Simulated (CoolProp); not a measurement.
Properties of n-butane along the isobar 1.5 MPa (Tc = 152.0 °C, pc = 3.796 MPa, ω = 0.201).

Computed with CoolProp (reference Helmholtz-energy equation of state, Bücker 2006).

```csv
T (°C),phase,Z,cv (kJ/(kg K)),speed of sound (m/s),viscosity (µPa s),conductivity (mW/(m K))
11.15,liquid,0.06246,1.677,988.9,184,111
29.95,liquid,0.06077,1.741,888.8,154,104
48.75,liquid,0.05962,1.810,788.0,129,96.3
67.45,liquid,0.05907,1.884,685.3,108,89.4
86.25,liquid,0.05928,1.962,575.9,89.9,82.9
105.05,gas,0.7504,2.023,186.6,10.1,27.7
123.85,gas,0.8003,2.076,202.7,10.4,29.8
142.55,gas,0.8358,2.137,215.5,10.8,32.2
161.35,gas,0.8628,2.203,226.4,11.2,34.7
180.15,gas,0.8840,2.271,236.0,11.6,37.4
198.95,gas,0.9010,2.339,244.7,12.0,40.3
217.65,gas,0.9150,2.407,252.7,12.4,43.2
236.45,gas,0.9266,2.475,260.2,12.8,46.3
```

Viscosity comes from a separate model (Vogel 1999). Thermal conductivity comes from a separate model (Perkins 2002).
